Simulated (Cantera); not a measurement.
Feed: 1 mol SiCl4, 1.3 mol HCl, 7.8 mol H2, held at 1600 K and 323 Torr.

Equilibrium computed with Cantera from the NASA thermochemical tables; the gas is ideal and each condensed phase is pure. Candidate condensed phases: Si; 19 gas species. The tables' values for SiCl3 are old estimates; treat these amounts as uncertain. Rates play no part.

Base state: H2 0.648, HCl 0.259, SiCl2 0.0588, SiCl3 0.0169, SiCl4 0.0120, SiHCl3 0.00434, SiH2Cl2 0.000262, H 6.68e-5 (mole fractions); condensed: gas only.

Question: What changes in the equilibrium state with this change: SiCl4 replaced by Si?

Answer: 
| species | before | after |
|---|---|---|
| H2 | 0.648 | 0.889 |
| HCl | 0.259 | 0.0817 |
| SiCl2 | 0.0588 | 0.0259 |
| SiCl4 | 0.0120 | 0.000383 |
| SiCl3 | 0.0169 | 0.00201 |
| SiHCl3 | 0.00434 | 0.000602 |
| Cl | 2.11e-5 | 5.68e-6 |
| SiH3Cl | 4.71e-6 | 1.24e-5 |
| SiH2Cl2 | 0.000262 | 0.000158 |
| H | 6.68e-5 | 7.82e-5 |
| Si(s), mol | 0 | 0.736 |

Question: What changes in the equilibrium state with this change: 0.35 mol CH4 added?

Answer: 
```csv
species,before,after
H2,0.648,0.632
HCl,0.259,0.311
SiCl2,0.0588,0.0321
SiCl3,0.0169,0.0113
SiCl4,0.0120,0.00973
CH4,0,4.85e-5
SiH2Cl2,0.000262,0.000140
"SiC(s), mol",0,0.349
```
Further candidate phases: C, C6H6, C7H8, C8H18, SiC.
